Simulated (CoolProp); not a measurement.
The fluid at 466.77 K and 0.0567 MPa is compressed adiabatically to 0.309 MPa with isentropic efficiency 0.6. The same conditions are run with several fluids, on thermodynamics alone (safety and materials aside).

Computed with CoolProp (reference Helmholtz-energy equation of state of each fluid (octamethylcyclotetrasiloxane (D4): Thol 2015; decamethyltetrasiloxane (MD2M): Thol 2017; sulfur hexafluoride: Guder 2009)).

Question: Rank octamethylcyclotetrasiloxane (D4), decamethyltetrasiloxane (MD2M), sulfur hexafluoride by work (kJ/kg), highest first.

Answer: sulfur hexafluoride (79.3), octamethylcyclotetrasiloxane (D4) (33.3), decamethyltetrasiloxane (MD2M) (27.4)

| fluid | final temperature (K) | final phase | final density (kg/m³) |
|---|---|---|---|
| octamethylcyclotetrasiloxane (D4) | 498.9 | two-phase, vapour fraction 0.856 | 31.1 |
| decamethyltetrasiloxane (MD2M) | 520.0 | two-phase, vapour fraction 0.403 | 62.4 |
| sulfur hexafluoride | 556.7 | gas | 9.78 |
